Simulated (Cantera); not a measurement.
**Thermodynamics of abatement and gas-phase synthesis, feed N₂O + H₂ + O₂**

Charge: 1 mol N₂O, 0.18 mol H₂, 1.5 mol O₂, equilibrated at 13300 Pa.

Cantera equilibrium calculation (NASA polynomials, part measured and part estimated; ideal gas, pure solids and liquids). Candidate condensed phases: H₂O; 47 gas species. Ions and electrons are included (thermal ionisation). Rates play no part.

| T (K) | x O | x O₂ | x N₂ | x H | x OH | x NO | x N | x H₂O |
|---|---|---|---|---|---|---|---|---|
| 3000 | 0.200 | 0.416 | 0.262 | 0.0235 | 0.0410 | 0.0388 | 1.95e-5 | 0.0155 |
| 3500 | 0.529 | 0.153 | 0.205 | 0.0563 | 0.0195 | 0.0350 | 0.000275 | 0.000914 |
| 4000 | 0.695 | 0.0291 | 0.183 | 0.0653 | 0.00424 | 0.0212 | 0.00208 | 2.49e-5 |
| 4500 | 0.727 | 0.00570 | 0.177 | 0.0666 | 0.000987 | 0.0124 | 0.0104 | 1.05e-6 |
| 5000 | 0.726 | 0.00143 | 0.162 | 0.0660 | 0.000288 | 0.00755 | 0.0366 | 7.57e-8 |
x: gas mole fraction; nothing condenses.

From 3000 K to 5000 K nothing is condensed.
